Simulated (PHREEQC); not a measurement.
Solution (55 °C): 0.18 mol Pb(NO3)2 and 0.32 mol NaF per kg of water. Closed to the air; pH follows from the charge balance.

Computed with PHREEQC (ion-association model, wateq4f.dat).

```json
{
 "pH": "5.63",
 "ionic_strength": "0.532 mol/kgw",
 "activity_of_water": "0.984"
}
```

```json
[
 {"species": "NO3-", "molality": "0.312", "activity": "0.185", "log γ": "-0.228"},
 {"species": "Na+", "molality": "0.311", "activity": "0.215", "log γ": "-0.160"},
 {"species": "F-", "molality": "0.136", "activity": "0.0832", "log γ": "-0.213"},
 {"species": "PbNO3+", "molality": "0.0481", "activity": "0.0347", "log γ": "-0.142"},
 {"species": "Pb+2", "molality": "0.0468", "activity": "0.0127", "log γ": "-0.566"},
 {"species": "PbF2", "molality": "0.0283", "activity": "0.0319", "log γ": "0.053"},
 {"species": "PbF3-", "molality": "0.0267", "activity": "0.0193", "log γ": "-0.142"},
 {"species": "PbF+", "molality": "0.0261", "activity": "0.0188", "log γ": "-0.142"},
 {"species": "NaF", "molality": "0.00912", "activity": "0.0103", "log γ": "0.053"},
 {"species": "PbF4-2", "molality": "0.00283", "activity": "0.000767", "log γ": "-0.566"},
 {"species": "Pb2OH+3", "molality": "0.000555", "activity": "2.95e-5", "log γ": "-1.274"}
]
```

Precipitation was switched off in this run. Saturation is exceeded, for instance for PbF2, Pb(OH)2; the values hold only as long as no solid forms. Complexes and solids missing from the database can't appear. Constants without temperature data keep their 25 °C values here.
